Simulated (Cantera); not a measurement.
A perfectly stirred reactor is fed with CH4 : H2 = 1 : 7.5 (molar parts), at 760 Torr; it is held at 1725 K, and followed from long to short residence time.

Detailed kinetics in Cantera: GRI-Mech 3.0 (53 species, 325 reactions). GRI-Mech 3.0 stops at C3 and has no aromatics, soot or wall deposition, so with more carbon than oxygen in the feed, carbon stays in small species such as C2H2 where larger ones or solid carbon would form.

Task: Predict: x(CH4) at τ = 0.480 s; x(H2) at τ = 0.480 s; x(C2H2) at τ = 0.480 s; x(CH2) at τ = 0.480 s; x(C2H6) at τ = 0.480 s; x(CH4) at τ = 17.0 ms; x(H2) at τ = 17.0 ms; x(C2H2) at τ = 17.0 ms; x(CH2) at τ = 17.0 ms; x(C2H6) at τ = 17.0 ms.

Result: 
```
Item                     Result
----------------------  -------
x(CH4) at τ = 0.480 s    0.0321
x(H2) at τ = 0.480 s      0.929
x(C2H2) at τ = 0.480 s   0.0369
x(CH2) at τ = 0.480 s   2.37e-8
x(C2H6) at τ = 0.480 s  5.55e-6
x(CH4) at τ = 17.0 ms    0.0882
x(H2) at τ = 17.0 ms      0.898
x(C2H2) at τ = 17.0 ms   0.0123
x(CH2) at τ = 17.0 ms   5.50e-8
x(C2H6) at τ = 17.0 ms  3.13e-5
```
